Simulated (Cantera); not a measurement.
A perfectly stirred reactor is fed with NO : N₂ = 1 : 3.2 (molar parts), at 24.0 Torr; it is held at 2175 K, and followed from long to short residence time.

Model: GRI-Mech 3.0 (53 species, 325 reactions), integrated in Cantera. Radical loss at walls, strong at low pressure, is not modelled.

### Question
What does this change do: 0.33 parts H2O added?

### Answer
```
quantity                 before     after
---------------------  --------  --------
x(NO) at τ = 0.690 s      0.176     0.132
x(N₂O) at τ = 0.690 s   1.12e-5   2.02e-6
x(NO₂) at τ = 0.690 s   1.56e-5   1.47e-5
x(O) at τ = 0.690 s     0.00231   0.00251
x(O₂) at τ = 0.690 s     0.0296    0.0425
x(NO) at τ = 50.0 ms      0.236     0.216
x(N₂O) at τ = 50.0 ms   2.46e-5   7.91e-6
x(NO₂) at τ = 50.0 ms   4.21e-6   1.34e-5
x(O) at τ = 50.0 ms    0.000505  0.000302
x(O₂) at τ = 50.0 ms   0.000679   0.00305
```

### Question
What does this change do: temperature 2175 to 1650 K?

### Answer
```
quantity                 before    after
---------------------  --------  -------
x(NO) at τ = 0.690 s      0.176    0.238
x(N₂O) at τ = 0.690 s   1.12e-5  1.55e-5
x(NO₂) at τ = 0.690 s   1.56e-5  1.08e-5
x(O) at τ = 0.690 s     0.00231  6.96e-6
x(O₂) at τ = 0.690 s     0.0296  5.69e-5
x(NO) at τ = 50.0 ms      0.236    0.238
x(N₂O) at τ = 50.0 ms   2.46e-5  3.92e-6
x(NO₂) at τ = 50.0 ms   4.21e-6  2.55e-6
x(O) at τ = 50.0 ms    0.000505  2.57e-6
x(O₂) at τ = 50.0 ms   0.000679  5.16e-7
```
